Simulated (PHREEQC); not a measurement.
Synthetic water in mg/L, 25 °C, pH 7.28, pe 8:

| constituent | mg/L |
|---|---|
| Na | 21.1 |
| K | 3.96 |
| Ca | 5.72 |
| Mg | 0.364 |
| Cl | 9.41 |
| S(6) as SO4 | 36.3 |
| Alkalinity as HCO3 | 18.5 |
| N(5) as NO3 | 0.356 |

Na is adjusted to close the charge balance.
Valence states are taken as typed.

All values are PHREEQC results (ion-association model, wateq4f.dat), not measurements.

Precipitation was switched off in this run.

Order these Mg species by the share of Mg that they hold, largest first: Mg+2, MgHCO3+, MgSO4.

Mg+2 (94 %), MgSO4 (5.6 %), MgHCO3+ (0.28 %)

The pH is 7.28 and the ionic strength 0.00183 mol/kgw. Species that the database lacks are ignored.
